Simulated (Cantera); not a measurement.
An isothermal, constant-pressure homogeneous reactor starts with H₂ : O₂ = 0.032 : 1 (molar parts), at 1050 K and 19.5 Torr.

Detailed kinetics in Cantera: GRI-Mech 3.0 (53 species, 325 reactions). Radical loss at walls, strong at low pressure, is not modelled.

x: mole fraction; the columns are a selection and need not sum to one.

```json
[
 {"t (s)": "4.00e-6", "x H₂": "0.0310", "x O₂": "0.969", "x H₂O₂": "<1e-12", "x H₂O": "<1e-12", "x OH": "<1e-12", "x HO₂": "8.37e-12", "x O": "<1e-12"},
 {"t (s)": "1.07e-5", "x H₂": "0.0310", "x O₂": "0.969", "x H₂O₂": "<1e-12", "x H₂O": "<1e-12", "x OH": "2.21e-12", "x HO₂": "2.25e-11", "x O": "2.28e-12"},
 {"t (s)": "2.88e-5", "x H₂": "0.0310", "x O₂": "0.969", "x H₂O₂": "<1e-12", "x H₂O": "1.93e-12", "x OH": "1.34e-11", "x HO₂": "6.04e-11", "x O": "1.46e-11"},
 {"t (s)": "7.72e-5", "x H₂": "0.0310", "x O₂": "0.969", "x H₂O₂": "<1e-12", "x H₂O": "2.83e-11", "x OH": "6.83e-11", "x HO₂": "1.63e-10", "x O": "8.45e-11"},
 {"t (s)": "0.000207", "x H₂": "0.0310", "x O₂": "0.969", "x H₂O₂": "<1e-12", "x H₂O": "3.60e-10", "x OH": "3.21e-10", "x HO₂": "4.42e-10", "x O": "4.95e-10"},
 {"t (s)": "0.000556", "x H₂": "0.0310", "x O₂": "0.969", "x H₂O₂": "<1e-12", "x H₂O": "6.51e-9", "x OH": "2.97e-9", "x HO₂": "1.28e-9", "x O": "5.37e-9"},
 {"t (s)": "0.00149", "x H₂": "0.0310", "x O₂": "0.969", "x H₂O₂": "6.89e-12", "x H₂O": "1.24e-6", "x OH": "4.74e-7", "x HO₂": "2.39e-8", "x O": "8.78e-7"},
 {"t (s)": "0.00400", "x H₂": "0.00590", "x O₂": "0.953", "x H₂O₂": "(withheld)", "x H₂O": "0.0208", "x OH": "0.00272", "x HO₂": "1.00e-5", "x O": "0.0116"},
 {"t (s)": "0.0107", "x H₂": "0.000241", "x O₂": "0.959", "x H₂O₂": "(withheld)", "x H₂O": "0.0300", "x OH": "0.000904", "x HO₂": "6.57e-6", "x O": "0.00816"},
 {"t (s)": "0.0288", "x H₂": "5.92e-5", "x O₂": "0.966", "x H₂O₂": "(withheld)", "x H₂O": "0.0311", "x OH": "0.000436", "x HO₂": "3.78e-6", "x O": "0.00216"},
 {"t (s)": "0.0772", "x H₂": "1.00e-5", "x O₂": "0.968", "x H₂O₂": "(withheld)", "x H₂O": "0.0314", "x OH": "0.000181", "x HO₂": "1.52e-6", "x O": "0.000385"},
 {"t (s)": "0.207", "x H₂": "1.50e-6", "x O₂": "0.968", "x H₂O₂": "(withheld)", "x H₂O": "0.0315", "x OH": "7.33e-5", "x HO₂": "4.49e-7", "x O": "6.22e-5"},
 {"t (s)": "0.556", "x H₂": "2.48e-7", "x O₂": "0.968", "x H₂O₂": "(withheld)", "x H₂O": "0.0315", "x OH": "3.13e-5", "x HO₂": "1.14e-7", "x O": "1.12e-5"},
 {"t (s)": "1.49", "x H₂": "5.00e-8", "x O₂": "0.968", "x H₂O₂": "(withheld)", "x H₂O": "0.0315", "x OH": "1.47e-5", "x HO₂": "2.98e-8", "x O": "2.47e-6"},
 {"t (s)": "4.00", "x H₂": "1.24e-8", "x O₂": "0.969", "x H₂O₂": "(withheld)", "x H₂O": "0.0315", "x OH": "7.57e-6", "x HO₂": "8.63e-9", "x O": "6.50e-7"}
]
```

Some entries are withheld; supply them.


- 0.00400, x H₂O₂: 4.95e-7
- 0.0107, x H₂O₂: 1.25e-7
- 0.0288, x H₂O₂: 1.10e-7
- 0.0772, x H₂O₂: 8.21e-8
- 0.207, x H₂O₂: 4.59e-8
- 0.556, x H₂O₂: 1.97e-8
- 1.49, x H₂O₂: 7.38e-9
- 4.00, x H₂O₂: 2.64e-9
